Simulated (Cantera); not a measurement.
**MgO + HI + N2 (chemical vapour transport)**

A closed system holds: 1 mol MgO, a varied amount of HI, 0.084 mol N2, equilibrated at 1252 °C and 10.0 mbar.

Method: chemical equilibrium by Gibbs-energy minimisation in Cantera with the NASA 1993 tables (ideal gas, pure condensed phases). Candidate condensed phases: H2O, I2, Mg, MgI2, MgO, Mg(OH)2; 36 gas species. Kinetics and transport are ignored.

| n(HI) (mol) | log p N2 | log p I | log p H2 | log p HI | log p H2O | n MgO(s) |
|---|---|---|---|---|---|---|
| 0.013 | -2.09 | -2.94 | -3.24 | -4.08 | -5.03 | 1.000 |
| 0.03 | -2.18 | -2.68 | -2.98 | -3.69 | -4.66 | 1.000 |
| 0.046 | -2.25 | -2.57 | -2.87 | -3.53 | -4.50 | 1.000 |
| 0.063 | -2.32 | -2.50 | -2.80 | -3.43 | -4.40 | 0.999 |
| 0.079 | -2.37 | -2.46 | -2.76 | -3.37 | -4.33 | 0.999 |
| 0.096 | -2.42 | -2.43 | -2.73 | -3.32 | -4.29 | 0.999 |
| 0.11 | -2.46 | -2.41 | -2.71 | -3.29 | -4.25 | 0.999 |
| 0.13 | -2.51 | -2.38 | -2.68 | -3.25 | -4.22 | 0.998 |
log p: log10 of the partial pressure in bar; n: condensed amount in mol.

From 0.013 mol HI to 0.13 mol HI the condensed part is MgO(s). The main Mg-bearing gas is MgI2 throughout.
